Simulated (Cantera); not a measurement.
A closed system holds: 1 mol CF₄, 0.065 mol F₂, at 427 °C and 0.100 bar.

Cantera equilibrium calculation (NASA polynomials, part measured and part estimated; ideal gas, pure solids and liquids). Candidate condensed phases: C; 13 gas species. Condensed phases not in the tables: fluorocarbon polymer. Gases not in the tables: C₂F₆ and larger saturated fluorocarbons. Kinetics and transport are ignored.

Base state: CF₄ 0.938, F₂ 0.0604, F 0.00112 (mole fractions); condensed: gas only.

### Question
What changes in the equilibrium state with this change: F₂ from 0.065 to 0.13 mol?

### Answer
| species | before | after |
|---|---|---|
| CF₄ | 0.938 | 0.884 |
| F₂ | 0.0604 | 0.114 |
| F | 0.00112 | 0.00154 |
